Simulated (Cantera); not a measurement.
What does this Cantera script print?

```python
import numpy as np
import cantera as ct

gas = ct.Solution("gri30.yaml")
gas.TPX = 350, 500000, {'CH4': 1, 'O2': 3.85, 'N2': 14.5}
inlet = ct.Reservoir(gas, clone=True)
gas.equilibrate("HP")  # start burning
reactor = ct.IdealGasConstPressureReactor(gas, energy="on", clone=False)
exhaust = ct.Reservoir(gas, clone=True)
tau = [0.051, 0.025, 0.013, 0.0062, 0.003, 0.0015, 0.00074, 0.00037, 0.00018, 8.9e-05, 4.4e-05][0]
for a, b in ((inlet, reactor), (reactor, exhaust)):
    ct.MassFlowController(a, b, mdot=lambda t: reactor.mass / tau)
net = ct.ReactorNet([reactor])
show = ['CH4', 'O2', 'HCO', 'C2H6', 'NO2', 'CH3', 'C2H4']

rows = []
print(f"{'tau/s':>10s}{'T/K':>9s}" + "".join(f"{s:>11s}" for s in show))
for tau in [0.051, 0.025, 0.013, 0.0062, 0.003, 0.0015, 0.00074, 0.00037, 0.00018, 8.9e-05, 4.4e-05]:
    net.initial_time = 0.0
    net.advance(30 * tau)
    before = gas.X
    net.advance(40 * tau)
    drift = np.max(np.abs(gas.X - before) / (gas.X + 1e-9))
    rows.append([gas.T, *gas[show].X, drift])
    print(f"{tau:10.3e}{gas.T:9.1f}" + "".join(f"{x:11.3e}" for x in gas[show].X))
```

It prints:

```
     tau/s      T/K        CH4         O2        HCO       C2H6        NO2        CH3       C2H4
 5.100e-02   1553.7  3.152e-05  9.577e-02  6.311e-09  2.131e-08  3.083e-08  4.191e-06  8.752e-08
 2.500e-02   1551.1  5.328e-05  9.592e-02  1.298e-08  5.040e-08  3.671e-08  6.985e-06  2.006e-07
 1.300e-02   1547.0  8.784e-05  9.617e-02  2.536e-08  1.122e-07  3.953e-08  1.112e-05  4.284e-07
 6.200e-03   1538.3  1.619e-04  9.672e-02  5.490e-08  2.958e-07  3.732e-08  1.897e-05  1.055e-06
 3.000e-03   1519.0  3.371e-04  9.800e-02  1.204e-07  9.804e-07  2.921e-08  3.360e-05  3.131e-06
 1.500e-03    350.0  5.168e-02  1.990e-01 -8.391e-42 -2.138e-19 -3.948e-22 -3.925e-25 -3.198e-19
 7.400e-04    350.0  5.168e-02  1.990e-01 -1.266e-44 -1.323e-21 -2.443e-24 -2.427e-27 -1.978e-21
 3.700e-04    350.0  5.168e-02  1.990e-01 -8.203e-46 -8.357e-23 -1.543e-25 -1.530e-28 -1.250e-22
 1.800e-04    350.0  5.168e-02  1.990e-01 -5.186e-47 -5.279e-24 -9.746e-27 -9.506e-30 -7.894e-24
 8.900e-05    350.0  5.168e-02  1.990e-01 -3.276e-48 -3.334e-25 -6.156e-28 -5.221e-31 -4.986e-25
 4.400e-05    350.0  5.168e-02  1.990e-01 -2.069e-49 -2.106e-26 -3.889e-29  5.782e-33 -3.150e-26
```

Model: GRI-Mech 3.0 (53 species, 325 reactions), integrated in Cantera.
